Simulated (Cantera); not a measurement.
Charge: 1 mol C2H6, 0.036 mol H2O, 24 mol H2, equilibrated at 0.00130 bar.

Method: chemical equilibrium by Gibbs-energy minimisation in Cantera with the NASA 1993 tables (ideal gas, pure condensed phases). Candidate condensed phases: C, C6H6, C7H8, C8H18, H2O; 110 gas species. Kinetics and transport are ignored.

Q: Which condensed phases are stable at each of these points (T (°C)): 2052, 2102, 2152, 2202, 2252, 2302, 2352, 2402, 2452?

A: 
```tsv
T (°C)	condensed phases	C condensed (%)
2052	C(graphite)	86.7
2102	C(graphite)	84.0
2152	C(graphite)	80.9
2202	C(graphite)	77.1
2252	C(graphite)	72.0
2302	C(graphite)	64.7
2352	C(graphite)	52.5
2402	C(graphite)	30.7
2452	gas only	0.0
```

From 2052 °C to 2402 °C the condensed part is C(graphite). At 2452 °C nothing is condensed.
